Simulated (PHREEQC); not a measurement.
1 kg of water holding 0.0037 mol NaCl, 0.035 mol KCl and 0.18 mol SrCl2 is evaporated at 25 °C; the solids stay in contact with the brine. The system is closed to CO2. Solids allowed: Halite, Sylvite. Others were left out.

Equilibrium calculation in PHREEQC: Pitzer model, pitzer.dat.

```tsv
water left (kg)	ionic strength	water activity	K in solution (mol/kgw)	Na in solution (mol/kgw)	Cl in solution (mol/kgw)
1	0.579	0.990	0.0350	0.00370	0.399
0.8219	0.704	0.988	0.0426	0.00450	0.485
0.6755	0.857	[?]	0.0518	0.00548	0.590
0.5552	1.04	0.983	0.0630	0.00666	0.718
0.4563	1.27	0.979	0.0767	0.00811	0.874
0.375	1.54	[?]	0.0933	0.00987	1.06
0.3082	1.88	[?]	0.114	0.0120	1.29
0.2533	2.28	[?]	0.138	0.0146	1.57
0.2082	2.78	0.949	0.168	0.0178	1.91
0.1711	3.38	0.935	0.205	0.0216	2.33
0.1407	4.11	0.917	0.249	0.0263	2.83
0.1156	5.01	0.893	0.303	0.0320	3.45
0.09502	6.09	0.861	0.368	0.0389	4.20
0.07809	7.41	0.818	0.448	0.0474	5.11
0.06418	9.02	0.760	0.545	0.0577	6.21
```

Q: Some entries are withheld; supply them.

A: 
- 0.6755, water activity: 0.986
- 0.375, water activity: 0.974
- 0.3082, water activity: 0.967
- 0.2533, water activity: 0.959

Complexes and solids missing from the database can't appear.
